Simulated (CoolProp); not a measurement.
Computed with CoolProp (reference Helmholtz-energy equation of state, Gao 2022).

**Question.** For n-perfluorohexane, give the phase and the density (kg/m³), cp (kJ/(kg K)), cv (kJ/(kg K)), isothermal compressibility (1/MPa) at 234.7 K and 10000 kPa; 450 K and 10000 kPa.

**Answer.** 
- 234.7 K and 10000 kPa: liquid; density 1880, cp 0.944, cv 0.756, isothermal compressibility 0.00128
- 450 K and 10000 kPa: supercritical; density 1290, cp 1.20, cv 1.02, isothermal compressibility 0.0123
